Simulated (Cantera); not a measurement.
## Adiabatic ignition

An adiabatic, constant-pressure homogeneous reactor starts with 5.73 % CH₄, 19.8 % O₂, 74.5 % N₂, at 1400 K and 2.10 bar.

Model: GRI-Mech 3.0 (53 species, 325 reactions), integrated in Cantera.

```
t (s)     T (K)   x CH₄    x O₂     x OH      x NO    x C₂H₆   x C₂H     x H₂O
--------  -----  ------  ------  -------  --------  --------  ------  --------
3.00e-6    1400  0.0573   0.198  1.13e-9    <1e-12    <1e-12  <1e-12   8.20e-9
1.55e-5    1400  0.0573   0.198  3.11e-9    <1e-12  1.36e-10  <1e-12   1.02e-7
8.04e-5    1400  0.0573   0.198  2.06e-8    <1e-12   3.74e-8  <1e-12   2.69e-6
0.000416   1401  0.0571   0.198  2.50e-7    <1e-12   2.85e-5  <1e-12  0.000156
0.00215    2479  <1e-12  0.0815  0.00922  0.000716    <1e-12  <1e-12     0.108
0.0111     2468  <1e-12  0.0783  0.00883   0.00738    <1e-12  <1e-12     0.108
0.0577     2460  <1e-12  0.0759  0.00854    0.0124    <1e-12  <1e-12     0.108
0.299      2460  <1e-12  0.0758  0.00854    0.0125    <1e-12  <1e-12     0.108
1.55       2460  <1e-12  0.0758  0.00854    0.0125    <1e-12  <1e-12     0.108
8.00       2460  <1e-12  0.0758  0.00854    0.0125    <1e-12  <1e-12     0.108
```
x: mole fraction; the columns are a selection and need not sum to one.

| Property | Result |
|---|---|
| time of steepest temperature rise | 1.52 ms |
| temperature at 8.00 s | 2460 K |
| equilibrium temperature | 2460 K |
| x(CH₄) at 8.00 s | <1e-12 (gas-phase equilibrium <1e-12) |
| x(O₂) at 8.00 s | 0.0758 (gas-phase equilibrium 0.0758) |
| x(OH) at 8.00 s | 0.00854 (gas-phase equilibrium 0.00854) |
